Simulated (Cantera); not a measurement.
Input: 1 mol FeS, 4.1 mol H2, 62 mol N2, equilibrated at 13.3 mbar.

Method: chemical equilibrium by Gibbs-energy minimisation in Cantera with the NASA 1993 tables (ideal gas, pure condensed phases). Candidate condensed phases: Fe, FeS, FeS2, S; 16 gas species. Metal and sulfide melt together well below either melting point, which pure phases cannot show. Mutual solubility and eutectic melting of coexisting phases are not modelled. FeS: taken at fixed stoichiometry. Equilibrium is a limit: real reactors are often held back by kinetics, nucleation or transport.

Q: At 1575 K, list the 5 most abundant gas species with their mole fractions, and the condensed phases.

A: N2 0.935, H2 0.0606, S2 0.00320, H2S 0.00102, SH 0.000300. Condensed: Fe(γ) + FeS(l).
